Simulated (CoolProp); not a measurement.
Vapour-liquid equilibrium of R113 (1) + n-heptane (2) at 0.246 MPa; x and y are mole fractions of (1).

Model: multi-fluid Helmholtz-energy mixture model, Marx 1992 and Span 2003; pair parameters Bell 2016, in CoolProp.

### Question
Give the bubble temperature and the first vapour's composition at x = 0.275, 0.425, 0.575. Is there an azeotrope?

### Answer
x = 0.275: 379.3 K, y = 0.601; x = 0.425: 370.4 K, y = 0.744; x = 0.575: 363.7 K, y = 0.837. No azeotrope shows between x = 0.05 and 0.95.

The pair parameters rest on a limited set of measurements; away from them the model extrapolates.
